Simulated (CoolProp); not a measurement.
Vapour-liquid equilibrium of ethylene (1) + 1-butene (2) at -52.05 °C; x and y are mole fractions of (1).

Values from CoolProp's multi-fluid Helmholtz-energy mixture model, Smukala 2000 and Lemmon 2005; pair parameters Bell 2016.

```json
[
 {"x": "0.05", "bubble pressure, mixture model (MPa)": "(withheld)", "bubble pressure, Raoult's law (MPa)": "0.06009", "y, mixture model": "(withheld)", "y, Raoult's law": "0.826"},
 {"x": "0.2", "bubble pressure, mixture model (MPa)": "(withheld)", "bubble pressure, Raoult's law (MPa)": "0.2073", "y, mixture model": "0.951", "y, Raoult's law": "0.957"},
 {"x": "0.35", "bubble pressure, mixture model (MPa)": "0.3412", "bubble pressure, Raoult's law (MPa)": "0.3545", "y, mixture model": "0.975", "y, Raoult's law": "0.980"},
 {"x": "0.5", "bubble pressure, mixture model (MPa)": "0.4846", "bubble pressure, Raoult's law (MPa)": "0.5018", "y, mixture model": "(withheld)", "y, Raoult's law": "0.989"},
 {"x": "0.65", "bubble pressure, mixture model (MPa)": "(withheld)", "bubble pressure, Raoult's law (MPa)": "0.6490", "y, mixture model": "0.991", "y, Raoult's law": "0.994"},
 {"x": "0.8", "bubble pressure, mixture model (MPa)": "0.7772", "bubble pressure, Raoult's law (MPa)": "0.7962", "y, mixture model": "(withheld)", "y, Raoult's law": "0.997"},
 {"x": "0.95", "bubble pressure, mixture model (MPa)": "0.9346", "bubble pressure, Raoult's law (MPa)": "0.9434", "y, mixture model": "0.999", "y, Raoult's law": "0.999"}
]
```

Some entries are withheld; supply them.


- 0.05, bubble pressure, mixture model (MPa): 0.05809
- 0.05, y, mixture model: 0.816
- 0.2, bubble pressure, mixture model (MPa): 0.1992
- 0.5, y, mixture model: 0.985
- 0.65, bubble pressure, mixture model (MPa): 0.6295
- 0.8, y, mixture model: 0.995

The largest gap from Raoult's law is -3.9 % in bubble pressure, at x = 0.2. No azeotrope shows between x = 0.05 and 0.95.

The pair parameters rest on a limited set of measurements; away from them the model extrapolates.
